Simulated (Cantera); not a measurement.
A closed system holds: 1 mol CH3SiCl3, 0.55 mol C3H8, 140 mol H2, at 1.33 mbar.

Equilibrium computed with Cantera from the NASA thermochemical tables; the gas is ideal and each condensed phase is pure. Candidate condensed phases: C, C6H6, C7H8, C8H18, Si, SiC; 109 gas species. The feed counts by its element totals alone. Equilibrium is a limit: real reactors are often held back by kinetics, nucleation or transport. All values below are at 1700 K.

Base state: H2 0.975, HCl 0.0205, H 0.00399, C2H2 (acetylene) 7.16e-5, Cl 6.51e-5, SiCl2 2.29e-5 (mole fractions); condensed: C(graphite) + SiC(s).

Q: What changes in the equilibrium state with this change: pressure from 1.33 mbar to 55.0 mbar?

A: 
| species | before | after |
|---|---|---|
| H2 | 0.975 | 0.979 |
| HCl | 0.0205 | 0.0206 |
| H | 0.00399 | 0.000622 |
| SiCl2 | 2.29e-5 | 2.30e-5 |
| CH4 | 1.39e-6 | 5.77e-5 |
| Cl | 6.51e-5 | 1.02e-5 |
| C2H2 (acetylene) | 7.16e-5 | 7.18e-5 |
| C(graphite), mol | 1.63 | 1.62 |
| SiC(s), mol | 0.995 | 0.997 |
